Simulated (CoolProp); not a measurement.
Decamethylcyclopentasiloxane (D5) along the isotherm 620 K: fugacity coefficient from the reference equation and from simpler models built on Tc = 618.3 K, pc = 10.78 bar, ω = 0.631; each cubic takes its own stable root.

Computed with CoolProp (reference Helmholtz-energy equation of state, Thol 2019).

| p (bar) | phase | reference | van der Waals | Redlich-Kwong | Peng-Robinson |
|---|---|---|---|---|---|
| 2.45 | gas | 0.9208 | 0.9333 | 0.9242 | 0.9165 |
| 4.9 | gas | 0.8431 | 0.8668 | 0.8501 | 0.8363 |
| 7.35 | gas | 0.7661 | 0.7997 | 0.7767 | 0.7584 |
| 9.8 | gas | 0.6874 | 0.7293 | 0.7018 | 0.6805 |
| 12.2 | supercritical | 0.5946 | 0.6417 | 0.6126 | 0.5920 |
| 14.7 | supercritical | 0.5131 | 0.5647 | 0.5342 | 0.5141 |
| 17.1 | supercritical | 0.4568 | 0.5115 | 0.4796 | 0.4597 |
| 19.6 | supercritical | 0.4128 | 0.4701 | 0.4367 | 0.4169 |
| 22 | supercritical | 0.3800 | 0.4395 | 0.4047 | 0.3849 |
| 24.5 | supercritical | 0.3529 | 0.4145 | 0.3782 | 0.3583 |
| 26.9 | supercritical | 0.3317 | 0.3952 | 0.3575 | 0.3374 |
